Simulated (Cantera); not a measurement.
A Cantera script and its output.

```python
import numpy as np
import cantera as ct

surf = ct.Interface("diamond.yaml", "diamond_100")
gas, bulk = surf.adjacent["gas"], surf.adjacent["diamond"]
k = surf.kinetics_species_index(bulk.species_names[0])
cover = ["c6HH", "c6H*", "c6*H", "c6**", "c6HM", "c6B"]

rows, drift = [], 0.0
print(f"{'xH':>10s}{'um/h':>11s}" + "".join(f"{s:>11s}" for s in cover))
for v in [0.0001, 0.00022, 0.00048, 0.0011, 0.0023, 0.0052, 0.011, 0.025, 0.055]:
    T, P, xH, xCH3 = 1125, 5700, v, 6.8e-05
    gas.TPX = T, P, {"H": xH, "CH3": xCH3, "CH4": 0.01, "H2": 1 - xH - xCH3 - 0.01}
    surf.TP = bulk.TP = T, P
    surf.coverages = "c6H*:0.1, c6HH:0.9"
    surf.advance_coverages(100.0)
    before = surf.coverages
    surf.advance_coverages(100.0)
    drift = max(drift, np.max(np.abs(surf.coverages - before) / (surf.coverages + 1e-9)))
    rate = surf.net_production_rates[k] * bulk.mean_molecular_weight / bulk.density * 3.6e9
    rows.append([rate, *surf[cover].coverages])
    print(f"{v:10.4g}{rate:11.4e}" + "".join(f"{x:11.3e}" for x in rows[-1][1:]))
```

Result:

```
        xH       um/h       c6HH       c6H*       c6*H       c6**       c6HM        c6B
    0.0001 1.0627e-01  5.985e-01  2.425e-02  3.630e-01  5.361e-03  4.770e-03  2.884e-10
   0.00022 2.4601e-01  5.452e-01  2.725e-02  4.080e-01  9.623e-03  5.645e-03  6.676e-10
   0.00048 5.0611e-01  5.157e-01  2.883e-02  4.315e-01  1.394e-02  5.970e-03  1.373e-09
    0.0011 9.7354e-01  5.003e-01  2.965e-02  4.437e-01  1.740e-02  5.474e-03  2.642e-09
    0.0023 1.5465e+00  4.944e-01  3.004e-02  4.494e-01  1.930e-02  4.357e-03  4.196e-09
    0.0052 2.2156e+00  4.919e-01  3.032e-02  4.529e-01  2.045e-02  2.837e-03  6.012e-09
     0.011 2.7079e+00  4.912e-01  3.052e-02  4.547e-01  2.099e-02  1.659e-03  7.348e-09
     0.025 3.0509e+00  4.910e-01  3.076e-02  4.556e-01  2.131e-02  8.275e-04  8.279e-09
     0.055 3.2315e+00  4.909e-01  3.117e-02  4.557e-01  2.152e-02  3.994e-04  8.769e-09
```

Detailed kinetics in Cantera: the Harris–Goodwin 1993 mechanism for the reconstructed diamond (100) surface.
